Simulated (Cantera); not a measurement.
Input: 1 mol n-butane, 0.21 mol O2, 0.63 mol H2, at 75.0 Torr.

These are equilibrium values from Cantera (NASA tables, ideal gas, pure condensed phases), not measurements of a reactor. Candidate condensed phases: C, C6H6, C7H8, C8H18, H2O; 110 gas species. The numbers say what is thermodynamically allowed, not how fast it happens.

log p: log10 of the partial pressure in bar; n: condensed amount in mol.

```tsv
T (K)	log p H2	log p CO	log p CH4	log p H2O	log p CO2	n C(graphite)
850	-1.06	-2.38	-2.32	-2.59	-3.43	3.47
925	-1.04	-2.22	-2.73	-3.08	-3.95	3.52
1000	-1.04	-2.17	___	___	___	3.55
1075	-1.03	-2.16	-3.41	-4.09	-5.19	3.56
1150	-1.03	-2.16	-3.70	-4.52	-5.72	3.57
1225	-1.03	-2.16	-3.95	-4.90	-6.19	3.57
1300	-1.03	-2.16	-4.17	-5.23	-6.60	3.58
1375	-1.03	-2.16	___	___	___	3.58
1450	-1.03	-2.16	-4.54	-5.79	-7.30	3.58
1525	-1.03	-2.16	-4.70	-6.03	-7.59	3.58
```

Question: Some entries are withheld; supply them.

Answer: 
- 1000, log p CH4: -3.09
- 1000, log p H2O: -3.61
- 1000, log p CO2: -4.59
- 1375, log p CH4: -4.37
- 1375, log p H2O: -5.53
- 1375, log p CO2: -6.97
